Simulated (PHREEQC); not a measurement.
## Brine: an equilibrium model

Dissolve 0.62 mol NaCl and 0.045 mol Na2SO4 per kg of water at 25 °C. Closed to the air; pH follows from the charge balance.

The numbers come from PHREEQC with the Pitzer model, pitzer.dat.

Each row changes one thing in this solution. Precipitation was switched off in this run.

```tsv
case	HSO4- (mol/kgw)	SI of Mirabilite (Na2SO4:10H2O)	SI of Halite (NaCl)
as made	5.94e-8	-1.87	-2.31
diluted 5-fold with water	2.77e-8	-3.35	___
temperature from 25 to 85 °C	1.20e-6	-3.46	-2.36
NaCl from 0.62 to 0.062 mol/kgw	1.02e-7	-2.67	-3.90
diluted 2-fold with water	4.44e-8	___	-2.86
diluted 10-fold with water	1.82e-8	-4.06	-4.14
```

Q: Fill in the missing entries.

A: 
- diluted 5-fold with water, SI of Halite (NaCl): -3.59
- diluted 2-fold with water, SI of Mirabilite (Na2SO4:10H2O): -2.48

At this temperature some constants are extrapolated from 25 °C, and those without enthalpy data are left unchanged.
